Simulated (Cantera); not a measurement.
Input: 1 mol SiC, 3.8 mol N₂O, 190 mol H₂, held at 700 °C and 100 Torr.

These are equilibrium values from Cantera (NASA tables, ideal gas, pure condensed phases), not measurements of a reactor. Candidate condensed phases: C, C₆H₆, C₇H₈, C₈H₁₈, H₂O, Si, SiC, SiO₂, Si₂N₂O, Si₃N₄; 151 gas species. Equilibrium is a limit: real reactors are often held back by kinetics, nucleation or transport.

Base state: H₂ 0.970, N₂ 0.0195, H₂O 0.00511, CO 0.00408, CH₄ 0.00103, CO₂ 3.46e-5, NH₃ 1.25e-5 (mole fractions); condensed: SiO₂(β-quartz).

Q: What changes in the equilibrium state with this change: temperature from 700 °C to 1125 °C?

A: 
```
species               before    after
-------------------  -------  -------
H₂                     0.970    0.971
N₂                    0.0195   0.0195
CO                   0.00408  0.00512
CH₄                  0.00103  3.37e-7
H                    2.92e-9  1.28e-5
NH₃                  1.25e-5  1.53e-6
SiO₂(β-quartz), mol     1.00    1.000
```
The tables hold silica as quartz up to 1696 K and as liquid above; real silica turns to tridymite and cristobalite and melts near 1996 K.
